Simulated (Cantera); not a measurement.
**Gas-phase reforming**

An isothermal, constant-pressure homogeneous reactor starts with CH4 : H2O : H2 = 1 : 0.91 : 0.13 (molar parts), at 1348 K and 9.87 atm.

Cantera simulation using GRI-Mech 3.0 (53 species, 325 reactions); the numbers are that mechanism's predictions, not measurements.

```json
[
 {"t (s)": "5.00e-5", "x CH4": "0.490", "x H2O": "0.446", "x H2": "0.0637", "x CO2": "<1e-12", "x CH2CO": "<1e-12", "x H": "2.38e-8"},
 {"t (s)": "0.000168", "x CH4": "0.490", "x H2O": "0.446", "x H2": "0.0637", "x CO2": "<1e-12", "x CH2CO": "<1e-12", "x H": "4.53e-8"},
 {"t (s)": "0.000561", "x CH4": "0.490", "x H2O": "0.446", "x H2": "0.0637", "x CO2": "<1e-12", "x CH2CO": "<1e-12", "x H": "4.85e-8"},
 {"t (s)": "0.00188", "x CH4": "0.490", "x H2O": "0.446", "x H2": "0.0638", "x CO2": "<1e-12", "x CH2CO": "<1e-12", "x H": "5.09e-8"},
 {"t (s)": "0.00630", "x CH4": "0.490", "x H2O": "0.446", "x H2": "0.0640", "x CO2": "2.56e-11", "x CH2CO": "1.40e-11", "x H": "5.71e-8"},
 {"t (s)": "0.0211", "x CH4": "0.488", "x H2O": "0.446", "x H2": "0.0649", "x CO2": "1.82e-9", "x CH2CO": "1.50e-9", "x H": "6.74e-8"},
 {"t (s)": "0.0707", "x CH4": "0.484", "x H2O": "0.445", "x H2": "0.0685", "x CO2": "6.01e-8", "x CH2CO": "6.84e-8", "x H": "7.53e-8"},
 {"t (s)": "0.237", "x CH4": "0.469", "x H2O": "0.442", "x H2": "0.0815", "x CO2": "1.06e-6", "x CH2CO": "7.50e-7", "x H": "9.22e-8"},
 {"t (s)": "0.794", "x CH4": "0.427", "x H2O": "0.432", "x H2": "0.117", "x CO2": "2.11e-5", "x CH2CO": "2.66e-6", "x H": "1.55e-7"},
 {"t (s)": "2.66", "x CH4": "0.378", "x H2O": "0.419", "x H2": "0.160", "x CO2": "0.000494", "x CH2CO": "4.08e-6", "x H": "2.87e-7"},
 {"t (s)": "8.91", "x CH4": "0.376", "x H2O": "0.405", "x H2": "0.173", "x CO2": "0.00388", "x CH2CO": "3.28e-6", "x H": "3.07e-7"},
 {"t (s)": "29.8", "x CH4": "0.374", "x H2O": "0.375", "x H2": "0.201", "x CO2": "0.0114", "x CH2CO": "1.81e-6", "x H": "3.30e-7"},
 {"t (s)": "100", "x CH4": "0.354", "x H2O": "0.323", "x H2": "0.258", "x CO2": "0.0197", "x CH2CO": "7.23e-7", "x H": "3.73e-7"}
]
```
x: mole fraction; the columns are a selection and need not sum to one.

Equilibrium at this temperature and pressure: CH4 0.0338, H2O 0.00865, H2 0.727, CO2 0.00139, CH2CO 5.16e-8, H 6.28e-7 (gas phase only).
